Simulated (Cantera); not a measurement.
Input: 1 mol Si, 7.3 mol HBr, 0.26 mol H₂, held at 825 K and 3.20e-5 bar.

Method: chemical equilibrium by Gibbs-energy minimisation in Cantera with the NASA 1993 tables (ideal gas, pure condensed phases). Candidate condensed phases: Br₂, Si; 19 gas species. The tables' values for SiBr₃ are old estimates; treat these amounts as uncertain. Kinetics and transport are ignored.

Base state: HBr 0.503, H₂ 0.344, SiBr₄ 0.152, SiHBr₃ 7.14e-5, SiBr₃ 4.21e-5, SiBr₂ 1.46e-5, Br 1.22e-5 (mole fractions); condensed: gas only.

Q: What changes in the equilibrium state with this change: temperature from 825 K to 1123 K?

A: 
| species | before | after |
|---|---|---|
| HBr | 0.503 | 0.630 |
| H₂ | 0.344 | 0.225 |
| SiBr₂ | 1.46e-5 | 0.0876 |
| SiBr₄ | 0.152 | 0.0443 |
| Br | 1.22e-5 | 0.00673 |
| SiBr₃ | 4.21e-5 | 0.00606 |
| SiHBr₃ | 7.14e-5 | 0.000161 |
